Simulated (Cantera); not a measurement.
What does this Cantera script print?

```python
import numpy as np
import cantera as ct

gas = ct.Solution("gri30.yaml")
gas.TPX = 1450, 200000, {'CO': 0.021, 'O2': 0.0029, 'H2O': 0.016, 'N2': 1}
inlet = ct.Reservoir(gas, clone=True)

reactor = ct.IdealGasConstPressureReactor(gas, energy="off", clone=False)
exhaust = ct.Reservoir(gas, clone=True)
tau = [0.66, 0.32, 0.16, 0.079, 0.039, 0.019, 0.0096, 0.0048, 0.0024, 0.0012, 0.00058][0]
for a, b in ((inlet, reactor), (reactor, exhaust)):
    ct.MassFlowController(a, b, mdot=lambda t: reactor.mass / tau)
net = ct.ReactorNet([reactor])
show = ['CO', 'O2', 'H2O', 'O', 'OH', 'CO2']

rows = []
print(f"{'tau/s':>10s}{'T/K':>9s}" + "".join(f"{s:>11s}" for s in show))
for tau in [0.66, 0.32, 0.16, 0.079, 0.039, 0.019, 0.0096, 0.0048, 0.0024, 0.0012, 0.00058]:
    net.initial_time = 0.0
    net.advance(30 * tau)
    before = gas.X
    net.advance(40 * tau)
    drift = np.max(np.abs(gas.X - before) / (gas.X + 1e-9))
    rows.append([gas.T, *gas[show].X, drift])
    print(f"{tau:10.3e}{gas.T:9.1f}" + "".join(f"{x:11.3e}" for x in gas[show].X))
```

Result:

```
     tau/s      T/K         CO         O2        H2O          O         OH        CO2
 6.600e-01   1450.0  1.020e-02  4.904e-06  1.095e-02  1.299e-07  5.401e-06  1.005e-02
 3.200e-01   1450.0  1.023e-02  7.192e-06  1.098e-02  2.700e-07  7.788e-06  1.001e-02
 1.600e-01   1450.0  1.029e-02  1.047e-05  1.103e-02  5.456e-07  1.108e-05  9.960e-03
 7.900e-02   1450.0  1.037e-02  1.553e-05  1.109e-02  1.121e-06  1.589e-05  9.881e-03
 3.900e-02   1450.0  1.048e-02  2.347e-05  1.118e-02  2.316e-06  2.286e-05  9.770e-03
 1.900e-02   1450.0  1.064e-02  3.674e-05  1.130e-02  4.877e-06  3.321e-05  9.608e-03
 9.600e-03   1450.0  1.085e-02  5.831e-05  1.145e-02  9.940e-06  4.744e-05  9.389e-03
 4.800e-03   1450.0  1.117e-02  9.789e-05  1.166e-02  2.049e-05  6.812e-05  9.068e-03
 2.400e-03   1450.0  1.165e-02  1.745e-04  1.193e-02  4.175e-05  9.698e-05  8.588e-03
 1.200e-03   1450.0  1.239e-02  3.291e-04  1.228e-02  8.149e-05  1.344e-04  7.841e-03
 5.800e-04   1450.0  1.364e-02  6.549e-04  1.278e-02  1.466e-04  1.761e-04  6.577e-03
```

Computed with Cantera and GRI-Mech 3.0 (53 species, 325 reactions).
